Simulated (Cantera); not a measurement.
Charge: 1 mol MgCl2, 0.078 mol HCl, 31 mol N2, equilibrated at 0.830 Pa.

These are equilibrium values from Cantera (NASA tables, ideal gas, pure condensed phases), not measurements of a reactor. Candidate condensed phases: Mg, MgCl2, NH4Cl; 18 gas species. Equilibrium is a limit: real reactors are often held back by kinetics, nucleation or transport.

Which condensed phases are stable at each of these points (T (K)): 798, 848, 898, 948, 998, 1048, 1098, 1148, 1198, 1248, 1298, 1348, 1398, 1448?


| T (K) | condensed phases | Mg condensed (%) |
|---|---|---|
| 798 | MgCl2(s) | 44.5 |
| 848 | gas only | 0.0 |
| 898 | gas only | 0.0 |
| 948 | gas only | 0.0 |
| 998 | gas only | 0.0 |
| 1048 | gas only | 0.0 |
| 1098 | gas only | 0.0 |
| 1148 | gas only | 0.0 |
| 1198 | gas only | 0.0 |
| 1248 | gas only | 0.0 |
| 1298 | gas only | 0.0 |
| 1348 | gas only | 0.0 |
| 1398 | gas only | 0.0 |
| 1448 | gas only | 0.0 |

At 798 K the condensed part is MgCl2(s). From 848 K to 1448 K nothing is condensed.
